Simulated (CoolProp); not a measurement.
Values from CoolProp's reference Helmholtz-energy equation of state, Lemmon 2006. It is a short technical equation, of lower accuracy than the large ones.

Q: For carbonyl sulfide, give the phase and the cp (kJ/(kg K)), cv (kJ/(kg K)) at 620 K and 10.4 bar; 620 K and 16.3 bar; 620 K and 61.4 bar.

A: 
- 620 K and 10.4 bar: gas; cp 0.870, cv 0.723
- 620 K and 16.3 bar: gas; cp 0.877, cv 0.724
- 620 K and 61.4 bar: gas; cp 0.931, cv 0.733
